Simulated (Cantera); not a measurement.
A Cantera script and what it prints.

```python
import numpy as np
import cantera as ct

gas_names = [...]  # 113 gases of nasa_gas.yaml made of C, H, O, Ta
cond_names = """
    C(gr) C6H6(L) C7H8(L) C8H18(L),n-octa H2O(s) H2O(L) Ta(cr) Ta(L) TaC(s) TaC(L) Ta2O5(s) Ta2O5(L)
""".split()


# ... load() reads the species with a 1 bar reference pressure and builds the phases ...
atoms = {
    'Ta2O5': {'Ta': 2, 'O': 5},
    'CO': {'C': 1, 'O': 1},
    'H2': {'H': 2},
}
top_T = {'C(gr)': 4500}  # K; cautious upper limits of use, not melting points


# ... equilibrate(T, P, feed) seeds the gas with the atoms and calls Mixture.equilibrate('TP', solver="vcs", rtol=1e-11, max_steps=5000) ...
results = []
feed = {'Ta2O5': 1, 'CO': 0.52, 'H2': 6.3}  # mol
T = 2025  # K
P = 13332.2  # Pa
mix = equilibrate(T, P, feed)
results.append((T, P, feed, dict(zip(mix.species_names, mix.species_moles))))
print(gas.report(threshold=0.0001))
for i in range(1, mix.n_phases):
    print(f"{mix.phase(i).name:16s} {mix.phase_moles(i):12.5e} mol")
```

Output:

```
       temperature   2025 K
          pressure   13332 Pa
           density   0.0031771 kg/m^3
  mean mol. weight   4.0122 kg/kmol
   phase of matter   gas

                          1 kg             1 kmol
                     ---------------   ---------------
          enthalpy        1.1532e+07         4.627e+07  J
   internal energy        7.3358e+06        2.9433e+07  J
           entropy             53231        2.1357e+05  J/K
    Gibbs function       -9.6261e+07       -3.8622e+08  J
 heat capacity c_p            8575.7             34408  J/K
 heat capacity c_v            6503.4             26093  J/K

                      mass frac. Y      mole frac. X     chem. pot. / RT
                     ---------------   ---------------   ---------------
                CO           0.52629          0.075387            -38.91
                 H         0.0012682          0.005048           -10.811
                H2           0.46085           0.91718           -21.622
               H2O          0.010477         0.0023333           -49.964
     [ +109 minor]         0.0011131        5.4924e-05

C(gr)             0.00000e+00 mol
Ta(cr)            0.00000e+00 mol
TaC(s)            4.62237e-03 mol
Ta2O5(s)          9.97646e-01 mol
```

Cantera equilibrium calculation (NASA polynomials, part measured and part estimated; ideal gas, pure solids and liquids). Mutual solubility and eutectic melting of coexisting phases are not modelled. TaC: taken at fixed stoichiometry. Condensed phases not in the tables: Ta2C.
